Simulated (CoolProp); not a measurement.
Values from CoolProp's reference Helmholtz-energy equation of state, Span 2003. It is a short technical equation, of lower accuracy than the large ones.

### Question
Give the vapour pressure (MPa), vapour density (kg/m³), vapour viscosity (µPa s) of saturated n-heptane at 203.35 °C.

### Answer
```csv
T (°C),p (MPa),vapour density (kg/m³),vapour viscosity (µPa s)
203.35,1.04,36.0,10.1
```

Viscosity comes from a separate model (Michailidou 2014).
